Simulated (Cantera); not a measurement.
Cantera run:

```python
import numpy as np
import cantera as ct

gas_names = """
    CL CL2 H HCL H2 N NH NH2 NH3 N2 N2H2 N2H4 Si SiCL SiCL2 SiCL3 SiCL4 SiH SiHCL3 SiH2 SiH2CL2 SiH3
    SiH3CL SiH4 SiN Si2 Si2N Si3
""".split()
cond_names = """
    NH4CL(a) NH4CL(b) Si(cr) Si(L) Si3N4(a)
""".split()


def load(file, names, dense=False):
    # The tables refer to 1 bar. Condensed volumes are neglected.
    table = {s.name: s for s in ct.Species.list_from_file(file)}
    out = []
    for n in names:
        d = dict(table[n].input_data)
        d["thermo"] = dict(d["thermo"], **{"reference-pressure": 1e5})
        if dense:
            d["equation-of-state"] = {"model": "constant-volume", "density": "1e6 g/cm^3"}
        out.append(ct.Species.from_dict(d))
    return out


gas = ct.Solution(thermo="ideal-gas", species=load("nasa_gas.yaml", gas_names))
cond = {s.name: ct.Solution(thermo="fixed-stoichiometry", species=[s], name=s.name)
        for s in load("nasa_condensed.yaml", cond_names, dense=True)}
atoms = {
    'SiH2Cl2': {'Si': 1, 'H': 2, 'CL': 2},
    'N2': {'N': 2},
    'H2': {'H': 2},
}
top_T = {'Si3N4(a)': 2400}  # K; cautious upper limits of use, not melting points


def equilibrate(T, P, feed):
    n = {}
    for name, mol in feed.items():
        for a, k in atoms[name].items():
            n[a] = n.get(a, 0.0) + k * mol
    gas.TPX = T, P, n
    mass = sum(n.values()) * gas.mean_molecular_weight
    gas.equilibrate("TP")
    valid = [c for c in cond.values() if c.min_temp <= T <= top_T.get(c.name, c.max_temp)]
    mix = ct.Mixture([(gas, mass / gas.mean_molecular_weight)] + [(c, 0.0) for c in valid])
    mix.T, mix.P = T, P
    mix.equilibrate("TP", solver="vcs", rtol=1e-11, max_steps=5000)
    return mix


results = []
feed = {'SiH2Cl2': 1, 'N2': 87, 'H2': 0.1}  # mol
T = 898.15  # K
P = 27  # Pa
mix = equilibrate(T, P, feed)
results.append((T, P, feed, dict(zip(mix.species_names, mix.species_moles))))
print(gas.report(threshold=0.001))
for i in range(1, mix.n_phases):
    print(f"{mix.phase(i).name:16s} {mix.phase_moles(i):12.5e} mol")
```

Output:

```
       temperature   898.15 K
          pressure   27 Pa
           density   0.00010202 kg/m^3
  mean mol. weight   28.216 kg/kmol
   phase of matter   gas

                          1 kg             1 kmol
                     ---------------   ---------------
          enthalpy        5.6305e+05        1.5887e+07  J
   internal energy        2.9839e+05        8.4194e+06  J
           entropy             10417        2.9391e+05  J/K
    Gibbs function       -8.7926e+06       -2.4809e+08  J
 heat capacity c_p            1138.9             32136  J/K
 heat capacity c_v            844.24             23821  J/K

                      mass frac. Y      mole frac. X     chem. pot. / RT
                     ---------------   ---------------   ---------------
               HCL          0.025507          0.019741           -48.517
                H2         0.0001837         0.0025711           -31.426
                N2           0.96997           0.97697           -32.833
     [  +25 minor]          0.004336        0.00072053

Si(cr)            0.00000e+00 mol
Si3N4(a)          3.12099e-01 mol
```

Equilibrium computed with Cantera from the NASA thermochemical tables; the gas is ideal and each condensed phase is pure. N2 is the only nitrogen source here; it is nearly inert below about 1500 K, so the nitride shown seldom forms there in practice.
